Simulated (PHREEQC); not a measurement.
Make-up at 20 °C: 0.23 mol/kgw Cu(NO3)2, 4.6e-05 mol/kgw HCl and 0.24 mol/kgw H3BO3. Closed to the air; pH follows from the charge balance.

Model: ion-association model, phreeqc.dat, run in PHREEQC.

This is a speciation only: nothing precipitates in the calculation.

**Question.** Estimate the pH, density, activity of water.

**Answer.** pH 4.06; density 1.038 g/cm³; activity of water 0.984.

**Question.** In which forms is Cl present?

**Answer.** Cl- 90 %, CuCl+ 10 % of the Cl.
